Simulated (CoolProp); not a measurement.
CF4 (R14) at several states: fugacity coefficient from the reference equation and from simpler models built on Tc = 227.4 K, pc = 3.762 MPa, ω = 0.178; each cubic takes its own stable root.

Model: reference Helmholtz-energy equation of state, Platzer 1990, in CoolProp. This equation is an older, rougher fit; its heat capacities, sound speeds and derivatives of the liquid may be far off and weren't checked against measurements.

```
T (K)  p (MPa)          phase  reference  van der Waals  Redlich-Kwong  Soave-Redlich-Kwong  Peng-Robinson
-----  -------  -------------  ---------  -------------  -------------  -------------------  -------------
331.4     9.91  supercritical     0.8031         0.7396         0.7707               0.8260         0.7836
125.6     3.55         liquid   0.006674        0.06775        0.01015             0.006596       0.006729
205.9    0.403            gas     0.9511         0.9598         0.9519               0.9506         0.9463
472.5    0.302            gas     0.9996         0.9970         0.9978               0.9998         0.9987
285.2    0.567            gas     0.9757         0.9747         0.9741               0.9768         0.9724
217.6   0.0618            gas     0.9936         0.9946         0.9937               0.9936         0.9929
```
